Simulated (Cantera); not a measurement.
A closed system holds: 1 mol Al, 1.5 mol NH₃, 250 mol N₂, held at 925 K and 12.0 Pa.

Cantera equilibrium calculation (NASA polynomials, part measured and part estimated; ideal gas, pure solids and liquids). Candidate condensed phases: Al, AlN; 13 gas species. The numbers say what is thermodynamically allowed, not how fast it happens.

Base state: N₂ 0.991, H₂ 0.00891 (mole fractions); condensed: AlN(s).

Problem. What changes in the equilibrium state with this change: Al replaced by Ni?

Solution. 
```csv
species,before,after
N₂,0.991,0.991
H₂,0.00891,0.00889
"AlN(s), mol",1.00,0
"Ni(s), mol",0,1.00
```
Further candidate phases: Ni.
